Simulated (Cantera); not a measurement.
Input (Python, Cantera) and output of one run.

```python
import numpy as np
import cantera as ct

gas_names = [...]  # 109 gases of nasa_gas.yaml made of C, Cl, H, Si
cond_names = """
    C(gr) C6H6(L) C7H8(L) C8H18(L),n-octa Si(cr) Si(L) SiC(b)
""".split()


# ... load() reads the species with a 1 bar reference pressure and builds the phases ...
atoms = {
    'CH3SiCl3': {'C': 1, 'H': 3, 'Si': 1, 'CL': 3},
    'CH4': {'C': 1, 'H': 4},
    'H2': {'H': 2},
}
top_T = {'C(gr)': 4500, 'SiC(b)': 3050}  # K; cautious upper limits of use, not melting points


# ... equilibrate(T, P, feed) seeds the gas with the atoms and calls Mixture.equilibrate('TP', solver="vcs", rtol=1e-11, max_steps=5000) ...
results = []
feed = {'CH3SiCl3': 1, 'CH4': 0.32, 'H2': 3}  # mol
P = 133.322  # Pa
for T in [1248, 1298, 1348, 1398, 1448, 1498, 1548, 1598]:
    mix = equilibrate(T, P, feed)
    results.append((T, P, feed, dict(zip(mix.species_names, mix.species_moles))))
    x = sorted(zip(gas.X, gas.species_names), reverse=True)
    print(f"T = {T:g} K  P = {P:g} Pa  gas = {mix.phase_moles(0):.4g} mol")
    print("   x: " + "  ".join(f"{s} {v:.3e}" for v, s in x if v > 0.001))
    print("   condensed (mol): " + ("  ".join(f"{mix.phase(i).name} {mix.phase_moles(i):.4g}"
          for i in range(1, mix.n_phases) if mix.phase_moles(i) > 1e-12) or "none"))
```

It prints:

```
T = 1248 K  P = 133.322 Pa  gas = 6.624 mol
   x: H2 5.567e-01  HCL 4.385e-01  SiCL4 2.027e-03  SiCL2 1.936e-03
   condensed (mol): C(gr) 0.3517  SiC(b) 0.9683
T = 1298 K  P = 133.322 Pa  gas = 6.631 mol
   x: H2 5.547e-01  HCL 4.409e-01  SiCL2 2.731e-03
   condensed (mol): C(gr) 0.3493  SiC(b) 0.9707
T = 1348 K  P = 133.322 Pa  gas = 6.635 mol
   x: H2 5.542e-01  HCL 4.409e-01  SiCL2 3.706e-03
   condensed (mol): C(gr) 0.3519  SiC(b) 0.968
T = 1398 K  P = 133.322 Pa  gas = 6.637 mol
   x: H2 5.546e-01  HCL 4.396e-01  SiCL2 4.877e-03
   condensed (mol): C(gr) 0.3576  SiC(b) 0.9623
T = 1448 K  P = 133.322 Pa  gas = 6.638 mol
   x: H2 5.555e-01  HCL 4.373e-01  SiCL2 6.258e-03
   condensed (mol): C(gr) 0.3656  SiC(b) 0.9543
T = 1498 K  P = 133.322 Pa  gas = 6.64 mol
   x: H2 5.568e-01  HCL 4.343e-01  SiCL2 7.854e-03
   condensed (mol): C(gr) 0.3754  SiC(b) 0.9445
T = 1548 K  P = 133.322 Pa  gas = 6.642 mol
   x: H2 5.582e-01  HCL 4.307e-01  SiCL2 9.662e-03
   condensed (mol): C(gr) 0.3869  SiC(b) 0.933
T = 1598 K  P = 133.322 Pa  gas = 6.645 mol
   x: H2 5.598e-01  HCL 4.264e-01  SiCL2 1.167e-02  H 1.091e-03
   condensed (mol): C(gr) 0.3998  SiC(b) 0.92
```

Equilibrium computed with Cantera from the NASA thermochemical tables; the gas is ideal and each condensed phase is pure. The feed counts by its element totals alone. The tables' values for SiCl3 are old estimates; treat these amounts as uncertain.
